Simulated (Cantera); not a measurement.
Cantera run:

```python
import numpy as np
import cantera as ct

gas_names = [...]  # 123 gases of nasa_gas.yaml made of C, H, O, Si
cond_names = """
    C(gr) C6H6(L) C7H8(L) C8H18(L),n-octa H2O(s) H2O(L) Si(cr) Si(L) SiC(b) SiO2(Lqz) SiO2(hqz) SiO2(L)
""".split()


# ... load() reads the species with a 1 bar reference pressure and builds the phases ...
atoms = {
    'SiO2': {'Si': 1, 'O': 2},
    'CH4': {'C': 1, 'H': 4},
    'H2': {'H': 2},
}
top_T = {'C(gr)': 4500, 'SiC(b)': 3050}  # K; cautious upper limits of use, not melting points


# ... equilibrate(T, P, feed) seeds the gas with the atoms and calls Mixture.equilibrate('TP', solver="vcs", rtol=1e-11, max_steps=5000) ...
results = []
feed = {'SiO2': 1, 'CH4': 0.76, 'H2': 8.8}  # mol
T = 1998.15  # K
P = 1300  # Pa
mix = equilibrate(T, P, feed)
results.append((T, P, feed, dict(zip(mix.species_names, mix.species_moles))))
print(gas.report(threshold=1e-06))
for i in range(1, mix.n_phases):
    print(f"{mix.phase(i).name:16s} {mix.phase_moles(i):12.5e} mol")
```

Output:

```
       temperature   1998.2 K
          pressure   1300 Pa
           density   0.00057936 kg/m^3
  mean mol. weight   7.404 kg/kmol
   phase of matter   gas

                          1 kg             1 kmol
                     ---------------   ---------------
          enthalpy        4.9644e+06        3.6756e+07  J
   internal energy        2.7205e+06        2.0143e+07  J
           entropy             32800        2.4285e+05  J/K
    Gibbs function       -6.0574e+07       -4.4849e+08  J
 heat capacity c_p            4693.9             34753  J/K
 heat capacity c_v            3570.9             26439  J/K

                      mass frac. Y      mole frac. X     chem. pot. / RT
                     ---------------   ---------------   ---------------
                CO           0.23527          0.062191           -41.473
               CO2         0.0019021        0.00032001           -67.767
                 H         0.0017395          0.012777           -12.008
                H2            0.2241           0.82305           -24.015
               H2O          0.047162          0.019383           -50.309
                OH        6.8791e-05        2.9948e-05           -38.301
               SiO           0.48969          0.082244           -42.541
              SiO2        5.5587e-05          6.85e-06           -68.834
     [ +115 minor]        1.1965e-06        4.6065e-07

C(gr)             0.00000e+00 mol
Si(L)             0.00000e+00 mol
SiC(b)            0.00000e+00 mol
SiO2(L)           0.00000e+00 mol
```

Method: chemical equilibrium by Gibbs-energy minimisation in Cantera with the NASA 1993 tables (ideal gas, pure condensed phases).
